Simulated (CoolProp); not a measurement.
Vapour-liquid equilibrium of R22 (1) + methanol (2) at 3.45 bar; x and y are mole fractions of (1).

The numbers come from the multi-fluid Helmholtz-energy mixture model, Kamei 1995 and de Reuck 1993; pair parameters Bell 2016 in CoolProp.

```csv
x,"bubble temperature, mixture model (°C)","bubble temperature, Raoult's law (°C)","y, mixture model","y, Raoult's law"
0.05,72.1,78.9,…,0.520
0.15,37.7,50.7,…,0.859
0.25,…,33.4,0.964,0.944
0.35,12.4,21.9,…,0.973
0.45,6.4,13.5,0.987,0.985
0.55,…,7.0,0.991,0.992
0.65,-1.1,1.8,0.993,0.995
0.75,-3.9,-2.5,0.995,0.997
0.85,-6.6,-6.2,0.997,0.999
0.95,-9.3,-9.3,0.999,1.000
```

What belongs in the gaps?


- 0.05, y, mixture model: 0.610
- 0.15, y, mixture model: 0.913
- 0.25, bubble temperature, mixture model (°C): 21.5
- 0.35, y, mixture model: 0.980
- 0.55, bubble temperature, mixture model (°C): 2.2

The largest gap from Raoult's law is -13.0 K in bubble temperature, at x = 0.15. No azeotrope shows between x = 0.05 and 0.95.

The pair parameters rest on a limited set of measurements; away from them the model extrapolates.
